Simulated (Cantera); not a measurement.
A closed system holds: 1 mol KCl, 0.074 mol HCl, 2.3 mol H2, at 1400 K and 4.90 Pa.

Method: chemical equilibrium by Gibbs-energy minimisation in Cantera with the NASA 1993 tables (ideal gas, pure condensed phases). Candidate condensed phases: K, KCl; 10 gas species. Kinetics and transport are ignored.

Base state: H2 0.679, KCl 0.293, HCl 0.0246, K 0.00273, H 0.000573, K2Cl2 2.51e-5, Cl 1.71e-5 (mole fractions); condensed: gas only.

Task: What changes in the equilibrium state with this change: temperature from 1400 K to 1898 K?

Result: 
| species | before | after |
|---|---|---|
| H2 | 0.679 | 0.558 |
| KCl | 0.293 | 0.208 |
| H | 0.000573 | 0.0834 |
| K | 0.00273 | 0.0648 |
| HCl | 0.0246 | 0.0764 |
| Cl | 1.71e-5 | 0.00862 |
| K2Cl2 | 2.51e-5 | 2.24e-7 |
